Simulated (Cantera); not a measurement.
A perfectly stirred reactor is fed with CH₃OH : O₂ : N₂ = 1 : 0.833 : 3.13 (molar parts), equivalence ratio 1.8, at 4.54 atm; it is adiabatic with a 600 K inlet, and is followed from long to short residence time, starting on the burning branch (τ in s: 0.04, 0.014, 0.0046, 0.0016, 0.00053, 0.00018, 6.1e-05, 2.1e-05, 7e-06).

Cantera simulation using GRI-Mech 3.0 (53 species, 325 reactions); the numbers are that mechanism's predictions, not measurements. GRI-Mech 3.0 was tuned for natural gas; its chemistry of methanol as a main component is partial and can be far from experiment.

Problem. What does this change do: pressure from 4.54 atm to 1.00 atm?

Solution. 
```csv
quantity,before,after
"blow-out, bracketed by the residence times tried","burning at 61.0 µs, out at 21.0 µs","burning at 0.180 ms, out at 61.0 µs"
x(CH₃OH) at τ = 40.0 ms,3.22e-6,3.29e-6
x(O₂) at τ = 40.0 ms,6.35e-5,8.59e-5
x(CH₄) at τ = 40.0 ms,4.94e-5,9.36e-6
x(HCN) at τ = 40.0 ms,7.89e-7,1.41e-6
x(CH₂) at τ = 40.0 ms,5.97e-8,1.81e-7
x(CH₃OH) at τ = 0.530 ms,5.46e-5,0.000100
x(O₂) at τ = 0.530 ms,0.00104,0.00213
x(CH₄) at τ = 0.530 ms,0.000194,0.000150
x(HCN) at τ = 0.530 ms,1.27e-5,2.75e-5
x(CH₂) at τ = 0.530 ms,2.58e-6,8.18e-6
```

Problem. What does this change do: inlet temperature 600 to 650 K?

Solution. 
```csv
quantity,before,after
"blow-out, bracketed by the residence times tried","burning at 61.0 µs, out at 21.0 µs","burning at 61.0 µs, out at 21.0 µs"
x(CH₃OH) at τ = 40.0 ms,3.22e-6,2.82e-6
x(O₂) at τ = 40.0 ms,6.35e-5,5.68e-5
x(CH₄) at τ = 40.0 ms,4.94e-5,4.56e-5
x(HCN) at τ = 40.0 ms,7.89e-7,8.60e-7
x(CH₂) at τ = 40.0 ms,5.97e-8,6.69e-8
x(CH₃OH) at τ = 0.530 ms,5.46e-5,4.65e-5
x(O₂) at τ = 0.530 ms,0.00104,0.000906
x(CH₄) at τ = 0.530 ms,0.000194,0.000149
x(HCN) at τ = 0.530 ms,1.27e-5,1.28e-5
x(CH₂) at τ = 0.530 ms,2.58e-6,2.56e-6
```
